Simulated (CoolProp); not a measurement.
n-decane along the isotherm 344 K: fugacity coefficient from the reference equation and from simpler models built on Tc = 617.7 K, pc = 2.101 MPa, ω = 0.488; each cubic takes its own stable root.

Computed with CoolProp (reference Helmholtz-energy equation of state, Lemmon 2006). It is a short technical equation, of lower accuracy than the large ones.

```json
[
 {"p (MPa)": "0.525", "phase": "liquid", "reference": "0.005209", "van der Waals": "[?]", "Redlich-Kwong": "0.03693", "Peng-Robinson": "0.005514"},
 {"p (MPa)": "1.05", "phase": "liquid", "reference": "0.002705", "van der Waals": "0.1184", "Redlich-Kwong": "0.01937", "Peng-Robinson": "0.002870"},
 {"p (MPa)": "1.58", "phase": "liquid", "reference": "0.001867", "van der Waals": "0.08443", "Redlich-Kwong": "0.01350", "Peng-Robinson": "0.001987"},
 {"p (MPa)": "2.1", "phase": "liquid", "reference": "0.001458", "van der Waals": "0.06806", "Redlich-Kwong": "0.01065", "Peng-Robinson": "0.001555"},
 {"p (MPa)": "2.63", "phase": "liquid", "reference": "0.001210", "van der Waals": "0.05829", "Redlich-Kwong": "[?]", "Peng-Robinson": "[?]"},
 {"p (MPa)": "3.15", "phase": "liquid", "reference": "[?]", "van der Waals": "0.05212", "Redlich-Kwong": "[?]", "Peng-Robinson": "0.001124"},
 {"p (MPa)": "3.68", "phase": "liquid", "reference": "0.0009321", "van der Waals": "0.04782", "Redlich-Kwong": "0.007007", "Peng-Robinson": "0.001002"},
 {"p (MPa)": "4.2", "phase": "liquid", "reference": "0.0008477", "van der Waals": "0.04485", "Redlich-Kwong": "0.006433", "Peng-Robinson": "0.0009130"},
 {"p (MPa)": "4.73", "phase": "liquid", "reference": "0.0007818", "van der Waals": "[?]", "Redlich-Kwong": "0.005990", "Peng-Robinson": "[?]"},
 {"p (MPa)": "5.25", "phase": "liquid", "reference": "0.0007311", "van der Waals": "0.04113", "Redlich-Kwong": "[?]", "Peng-Robinson": "0.0007913"}
]
```

Q: Complete the blanks.

A: 
- 0.525, van der Waals: 0.2207
- 2.63, Redlich-Kwong: 0.008921
- 2.63, Peng-Robinson: 0.001293
- 3.15, reference: 0.001048
- 3.15, Redlich-Kwong: 0.007805
- 4.73, van der Waals: 0.04267
- 4.73, Peng-Robinson: 0.0008442
- 5.25, Redlich-Kwong: 0.005653
